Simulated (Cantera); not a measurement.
Feed: 1 mol BF3, a varied amount of H2O, held at 51000 Pa.

Cantera equilibrium calculation (NASA polynomials, part measured and part estimated; ideal gas, pure solids and liquids). Candidate condensed phases: B, B2O3, B3O3H3, H2O; 43 gas species. The tables' values for BF2 are old estimates. Gases not in the tables: H3BO3. Rates play no part.

**Question.** What condenses at these points (T in K, n(H2O) in mol): (1248, 0.42); (1548, 1.2); (1248, 1.2); (1398, 2.5); (1448, 0.86)?

**Answer.** 
| T (K) | n(H2O) in mol | condensed phases | B condensed (%) |
|---|---|---|---|
| 1248 | 0.42 | gas only | 0.0 |
| 1548 | 1.2 | gas only | 0.0 |
| 1248 | 1.2 | B2O3 | 6.3 |
| 1398 | 2.5 | B2O3 | 23.9 |
| 1448 | 0.86 | gas only | 0.0 |
